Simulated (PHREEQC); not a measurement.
1.2 g of hydrous ferric oxide (600 m²/g; 0.2 weak and 0.005 strong sites per Fe, Dzombak-Morel constants, diffuse double layer) in 1 kg of water with 0.1 mol/kgw of an inert sodium salt and 3e-06 mol/kgw NaF, at 25 °C; the pH is set by adding NaOH or the inert anion's acid. O2 is buffered at 0.21 atm. No CO2 enters from the air. Precipitation was switched off in this run.

Model: ion-association model, wateq4f.dat, run in PHREEQC.

### Question
Predict F sorbed (%) at pH = 4.67, 9.33, 10.

### Answer
| pH | F sorbed (%) |
|---|---|
| 4.67 | 91.6 |
| 9.33 | 0.7 |
| 10 | 0.2 |
